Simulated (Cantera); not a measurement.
Cantera run:

```python
import numpy as np
import cantera as ct

gas_names = [...]  # 47 gases of nasa_gas.yaml made of Cl, H, N, O, Si
cond_names = """
    H2O(s) H2O(L) NH4CL(a) NH4CL(b) Si(cr) Si(L) SiO2(Lqz) SiO2(hqz) SiO2(L) Si2N2O(s) Si3N4(a)
""".split()


# ... load() reads the species with a 1 bar reference pressure and builds the phases ...
atoms = {
    'SiH2Cl2': {'Si': 1, 'H': 2, 'CL': 2},
    'NO': {'N': 1, 'O': 1},
    'H2': {'H': 2},
}
top_T = {'Si2N2O(s)': 2100, 'Si3N4(a)': 2400}  # K; cautious upper limits of use, not melting points


# ... equilibrate(T, P, feed) seeds the gas with the atoms and calls Mixture.equilibrate('TP', solver="vcs", rtol=1e-11, max_steps=5000) ...
results = []
T = 600  # K
P = 1200  # Pa
for m in [2, 3.5, 6.1, 11, 19, 33, 57, 100]:
    feed = {'SiH2Cl2': 1, 'NO': 25, 'H2': m}  # mol
    mix = equilibrate(T, P, feed)
    results.append((T, P, feed, dict(zip(mix.species_names, mix.species_moles))))

top = {s: max(r[3][s] / sum(r[3][g] for g in gas_names) for r in results) for s in gas_names}
cols = sorted((s for s in top if top[s] > 1e-06), key=lambda s: -top[s])[:8]
seen = [c for c in cond_names if any(r[3].get(c, 0) > 1e-12 for r in results)]
print("log10 of partial pressures in bar; condensed amounts in mol")
print(f"{'n(H2)':>10s}" + "".join(f"{s[:9]:>10s}" for s in cols + seen))
for T, P, feed, n in results:
    ng = sum(n[g] for g in gas_names)
    print(f"{feed['H2']:10.4g}" + "".join(f"{np.log10(max(n[s] / ng * P / 1e5, 1e-99)):10.3f}" for s in cols)
          + "".join(f"{n.get(c, 0):10.4g}" for c in seen))
```

Result:

```
log10 of partial pressures in bar; condensed amounts in mol
     n(H2)        H2       H2O        N2        O2       HCL       CL2       NH3 SiO2(Lqz)
         2   -20.392    -2.932    -2.250    -2.339    -3.449    -3.566   -33.094         1
       3.5   -20.193    -2.755    -2.263    -2.383    -3.385    -3.637   -32.802         1
       6.1   -19.963    -2.566    -2.284    -2.465    -3.325    -3.746   -32.467         1
        11   -19.668    -2.364    -2.320    -2.650    -3.273    -3.936   -32.043         1
        19   -19.225    -2.188    -2.373    -3.185    -3.237    -4.308   -31.405         1
        33    -2.598    -2.236    -2.501   -36.535    -3.296   -21.054    -6.527         1
        57    -2.244    -2.413    -2.678   -37.598    -3.474   -21.763    -6.086         1
       100    -2.093    -2.618    -2.883   -38.308    -3.679   -22.323    -5.962         1
```

Method: chemical equilibrium by Gibbs-energy minimisation in Cantera with the NASA 1993 tables (ideal gas, pure condensed phases).
